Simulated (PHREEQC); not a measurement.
1 kg of water holding 0.17 mol KOH meets 20 L of dry gas (CO2 1 by moles) at fixed total pressure, at 40 °C; fugacities by Peng-Robinson. The gases take part in no redox reaction, some water evaporates into the gas, and hydrates or a liquid gas phase aren't modelled. Nothing may precipitate in this run.

Model: ion-association model, phreeqc.dat, run in PHREEQC.

```json
[
 {"P (atm)": "2", "dissolved CO2 (all carbonate carbon) (mol/kgw)": "0.214", "φ of CO2": "0.991", "pH": "6.75"},
 {"P (atm)": "5", "dissolved CO2 (all carbonate carbon) (mol/kgw)": "0.280", "φ of CO2": "0.976", "pH": "6.35"},
 {"P (atm)": "10", "dissolved CO2 (all carbonate carbon) (mol/kgw)": "0.386", "φ of CO2": "0.953", "pH": "6.06"},
 {"P (atm)": "20", "dissolved CO2 (all carbonate carbon) (mol/kgw)": "0.581", "φ of CO2": "0.907", "pH": "5.78"},
 {"P (atm)": "30", "dissolved CO2 (all carbonate carbon) (mol/kgw)": "0.755", "φ of CO2": "0.863", "pH": "5.63"},
 {"P (atm)": "40", "dissolved CO2 (all carbonate carbon) (mol/kgw)": "0.906", "φ of CO2": "0.819", "pH": "5.53"},
 {"P (atm)": "50", "dissolved CO2 (all carbonate carbon) (mol/kgw)": "1.04", "φ of CO2": "0.776", "pH": "5.46"},
 {"P (atm)": "75", "dissolved CO2 (all carbonate carbon) (mol/kgw)": "1.27", "φ of CO2": "0.670", "pH": "5.35"},
 {"P (atm)": "100", "dissolved CO2 (all carbonate carbon) (mol/kgw)": "1.36", "φ of CO2": "0.562", "pH": "5.31"},
 {"P (atm)": "150", "dissolved CO2 (all carbonate carbon) (mol/kgw)": "1.44", "φ of CO2": "0.425", "pH": "5.27"},
 {"P (atm)": "200", "dissolved CO2 (all carbonate carbon) (mol/kgw)": "1.49", "φ of CO2": "0.355", "pH": "5.24"},
 {"P (atm)": "300", "dissolved CO2 (all carbonate carbon) (mol/kgw)": "1.58", "φ of CO2": "0.287", "pH": "5.17"},
 {"P (atm)": "400", "dissolved CO2 (all carbonate carbon) (mol/kgw)": "1.64", "φ of CO2": "0.257", "pH": "5.11"}
]
```

At this temperature some constants are extrapolated from 25 °C, and those without enthalpy data are left unchanged.
